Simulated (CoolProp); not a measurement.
Computed with CoolProp (reference Helmholtz-energy equation of state, Lemmon 2006). It is a short technical equation, of lower accuracy than the large ones.

Question: Give the vapour pressure (MPa), vapour density (kg/m³), enthalpy of vaporisation (kJ/kg), surface tension (mN/m) of saturated carbonyl sulfide at 233.6 K.

Answer: 
```tsv
T (K)	p (MPa)	vapour density (kg/m³)	enthalpy of vaporisation (kJ/kg)	surface tension (mN/m)
233.6	0.162	5.20	302	18.8
```

Surface tension comes from a separate correlation (Mulero 2012).
